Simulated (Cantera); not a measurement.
A Cantera script and what it prints.

```python
import numpy as np
import cantera as ct

gas_names = """
    H HO2 H2 H2O H2O2 O OH O2 O3 Si SiH SiH2 SiH3 SiH4 SiO SiO2 Si2 Si3
""".split()
cond_names = """
    H2O(s) H2O(L) Si(cr) Si(L) SiO2(Lqz) SiO2(hqz) SiO2(L)
""".split()


def load(file, names, dense=False):
    # The tables refer to 1 bar. Condensed volumes are neglected.
    table = {s.name: s for s in ct.Species.list_from_file(file)}
    out = []
    for n in names:
        d = dict(table[n].input_data)
        d["thermo"] = dict(d["thermo"], **{"reference-pressure": 1e5})
        if dense:
            d["equation-of-state"] = {"model": "constant-volume", "density": "1e6 g/cm^3"}
        out.append(ct.Species.from_dict(d))
    return out


gas = ct.Solution(thermo="ideal-gas", species=load("nasa_gas.yaml", gas_names))
cond = {s.name: ct.Solution(thermo="fixed-stoichiometry", species=[s], name=s.name)
        for s in load("nasa_condensed.yaml", cond_names, dense=True)}
atoms = {
    'Si2H6': {'Si': 2, 'H': 6},
    'H2O': {'H': 2, 'O': 1},
}
top_T = {}  # K; cautious upper limits of use, not melting points


def equilibrate(T, P, feed):
    n = {}
    for name, mol in feed.items():
        for a, k in atoms[name].items():
            n[a] = n.get(a, 0.0) + k * mol
    gas.TPX = T, P, n
    mass = sum(n.values()) * gas.mean_molecular_weight
    gas.equilibrate("TP")
    valid = [c for c in cond.values() if c.min_temp <= T <= top_T.get(c.name, c.max_temp)]
    mix = ct.Mixture([(gas, mass / gas.mean_molecular_weight)] + [(c, 0.0) for c in valid])
    mix.T, mix.P = T, P
    mix.equilibrate("TP", solver="vcs", rtol=1e-11, max_steps=5000)
    return mix


results = []
feed = {'Si2H6': 1, 'H2O': 0.25}  # mol
T = 600  # K
P = 1333.22  # Pa
mix = equilibrate(T, P, feed)
results.append((T, P, feed, dict(zip(mix.species_names, mix.species_moles))))
x = sorted(zip(gas.X, gas.species_names), reverse=True)
print(f"T = {T:g} K  P = {P:g} Pa  gas = {mix.phase_moles(0):.4g} mol")
print("   x: " + "  ".join(f"{s} {v:.3e}" for v, s in x if v > 1e-06))
print("   condensed (mol): " + ("  ".join(f"{mix.phase(i).name} {mix.phase_moles(i):.4g}"
      for i in range(1, mix.n_phases) if mix.phase_moles(i) > 1e-12) or "none"))
```

Result:

```
T = 600 K  P = 1333.22 Pa  gas = 3.25 mol
   x: H2 1.000e+00
   condensed (mol): Si(cr) 1.875  SiO2(Lqz) 0.125
```

Cantera equilibrium calculation (NASA polynomials, part measured and part estimated; ideal gas, pure solids and liquids). The feed counts by its element totals alone.
